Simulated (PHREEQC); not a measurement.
H3PO4 is added in steps, without added water, to 1 kg of water holding 0.16 mol FeCl2, at 32 °C. No oxygen is let in. No CO2 enters from the air. No solid was allowed to form.

Base run: PHREEQC, ion-association model, phreeqc.dat. Each further column changes one thing. The table gives H3PO4 (mol/kgw).

```json
[
 {"H3PO4 added (mol)": "0", "base": "0", "database wateq4f.dat": "0", "Debye-Hückel limiting law": "0"},
 {"H3PO4 added (mol)": "0.002333", "base": "2.12e-5", "database wateq4f.dat": "2.13e-5", "Debye-Hückel limiting law": "(withheld)"},
 {"H3PO4 added (mol)": "0.004667", "base": "8.45e-5", "database wateq4f.dat": "8.48e-5", "Debye-Hückel limiting law": "(withheld)"},
 {"H3PO4 added (mol)": "0.007", "base": "0.000189", "database wateq4f.dat": "0.000190", "Debye-Hückel limiting law": "0.000352"},
 {"H3PO4 added (mol)": "0.009333", "base": "0.000334", "database wateq4f.dat": "0.000336", "Debye-Hückel limiting law": "(withheld)"},
 {"H3PO4 added (mol)": "0.01167", "base": "0.000519", "database wateq4f.dat": "0.000521", "Debye-Hückel limiting law": "(withheld)"},
 {"H3PO4 added (mol)": "0.014", "base": "0.000744", "database wateq4f.dat": "0.000747", "Debye-Hückel limiting law": "(withheld)"}
]
```

Problem. What belongs in the gaps?

Solution. 
- 0.002333, Debye-Hückel limiting law: 4.13e-5
- 0.004667, Debye-Hückel limiting law: 0.000161
- 0.009333, Debye-Hückel limiting law: 0.000610
- 0.01167, Debye-Hückel limiting law: 0.000931
- 0.014, Debye-Hückel limiting law: 0.00131

 H3PO4, which wateq4f.dat lacks, is added to it with the constant of phreeqc.dat. phreeqc.dat and wateq4f.dat share most of their constants, so their agreement is no independent check.
